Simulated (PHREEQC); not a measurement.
Nickel, zinc or cadmium bath

Consider water at 18 °C with 0.054 mol/kgw NiCl2, 0.12 mol/kgw Na2SO4 and 0.00032 mol/kgw MnSO4. Closed to the air; pH follows from the charge balance.

All values are PHREEQC results (ion-association model, wateq4f.dat), not measurements.

The pH is 6.29 and the ionic strength comes out as 0.384 mol/kgw. The activity of water comes out as 0.992.

```tsv
species	molality	activity	log γ
Na+	0.221	0.159	-0.144
Cl-	0.105	0.0701	-0.177
SO4-2	0.0770	0.0178	-0.635
Ni+2	0.0277	0.00801	-0.539
NiSO4	0.0239	0.0261	0.038
NaSO4-	0.0191	0.0135	-0.149
NiCl+	0.00192	0.00141	-0.135
NiCl2	0.000329	0.000359	0.038
```

This is a speciation only: nothing precipitates in the calculation. Species that the database lacks are ignored. In wateq4f.dat the enthalpy of Ni(OH)2 has the wrong sign, so its saturation index can't be trusted away from 25 °C.
